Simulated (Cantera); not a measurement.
Charge: 1 mol B, 96 mol H2, equilibrated at 1927 °C and 35.0 mbar.

Method: chemical equilibrium by Gibbs-energy minimisation in Cantera with the NASA 1993 tables (ideal gas, pure condensed phases). Candidate condensed phases: B; 7 gas species. The tables' values for BH2 are old estimates; treat these amounts as uncertain. Gases not in the tables: B2H6 and higher boranes. Rates play no part.

Base state: H2 0.969, H 0.0296, BH2 0.00128, B 7.81e-5, BH 1.69e-5, BH3 1.02e-5 (mole fractions); condensed: B(s).

### Question
What changes in the equilibrium state with this change: temperature from 1927 °C to 602 °C?

### Answer
```csv
species,before,after
H2,0.969,1.00
BH3,1.02e-5,5.55e-9
H,0.0296,<1e-9
BH2,0.00128,<1e-9
B,7.81e-5,<1e-9
BH,1.69e-5,<1e-9
"B(s), mol",0.865,1.000
```
